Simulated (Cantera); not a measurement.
Feed: 1 mol SiH₄, 1.4 mol NH₃, 1.7 mol H₂, equilibrated at 0.0650 bar.

Equilibrium computed with Cantera from the NASA thermochemical tables; the gas is ideal and each condensed phase is pure. Candidate condensed phases: Si, Si₃N₄; 18 gas species. Mutual solubility and eutectic melting of coexisting phases are not modelled. Gases not in the tables: Si₂H₆ and higher silanes. Rates play no part.

Which condensed phases are stable at each of these points (T (K)): 1173, 1273, 1373, 1473, 1573, 1673, 1773?


```json
[
 {"T (K)": "1173", "condensed phases": "Si₃N₄(s)", "Si condensed (%)": "100.0"},
 {"T (K)": "1273", "condensed phases": "Si₃N₄(s)", "Si condensed (%)": "100.0"},
 {"T (K)": "1373", "condensed phases": "Si₃N₄(s)", "Si condensed (%)": "100.0"},
 {"T (K)": "1473", "condensed phases": "Si₃N₄(s)", "Si condensed (%)": "100.0"},
 {"T (K)": "1573", "condensed phases": "Si₃N₄(s)", "Si condensed (%)": "100.0"},
 {"T (K)": "1673", "condensed phases": "Si(s) + Si₃N₄(s)", "Si condensed (%)": "100.0"},
 {"T (K)": "1773", "condensed phases": "Si(l) + Si₃N₄(s)", "Si condensed (%)": "100.0"}
]
```

From 1173 K to 1573 K the condensed part is Si₃N₄(s). At 1673 K the condensed part is Si(s) + Si₃N₄(s). At 1773 K the condensed part is Si(l) + Si₃N₄(s).
